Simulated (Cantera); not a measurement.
Charge: 1 mol B, 15 mol H₂, 0.19 mol H₂O, equilibrated at 0.130 bar.

Cantera equilibrium calculation (NASA polynomials, part measured and part estimated; ideal gas, pure solids and liquids). Candidate condensed phases: B, B₂O₃, B₃O₃H₃, H₂O; 23 gas species. The tables' values for BH₂ are old estimates; treat these amounts as uncertain. Rates play no part.

### Question
At 1600 °C, list the 4 most abundant gas species with their mole fractions, and the condensed phases.

### Answer
H₂ 0.986, HBO 0.0112, H 0.00178, B₂O₂ 0.000422. Condensed: B(s).
